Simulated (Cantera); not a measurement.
Charge: 1 mol FeS, 0.6 mol O2, 0.05 mol H2O, equilibrated at 1.00 bar.

Equilibrium computed with Cantera from the NASA thermochemical tables; the gas is ideal and each condensed phase is pure. Candidate condensed phases: Fe, FeO, Fe(OH)2, Fe(OH)3, FeS, FeSO4, FeS2, Fe2O3, Fe2(SO4)3, Fe3O4, H2O, H2SO4, S; 22 gas species. Metal and sulfide melt together well below either melting point, which pure phases cannot show. Mutual solubility and eutectic melting of coexisting phases are not modelled. The tables' stoichiometric FeO is somewhat more stable than real wüstite, so its field is too wide. FeO, FeS: taken at fixed stoichiometry. Kinetics and transport are ignored. All values below are at 1525 K.

Base state: SO2 0.768, S2 0.112, H2O 0.0995, S2O 0.00844, SO 0.00511, H2S 0.00360, H2 0.00333, SH 0.000345 (mole fractions); condensed: FeO(s) + FeS(l).

**Question.** What changes in the equilibrium state with this change: H2O from 0.05 to 0.037 mol?

**Answer.** 
```tsv
species	before	after
SO2	0.768	0.790
S2	0.112	0.114
H2O	0.0995	0.0758
H2	0.00333	0.00251
H2S	0.00360	0.00274
FeO(s), mol	0.477	0.476
FeS(l), mol	0.523	0.524
```
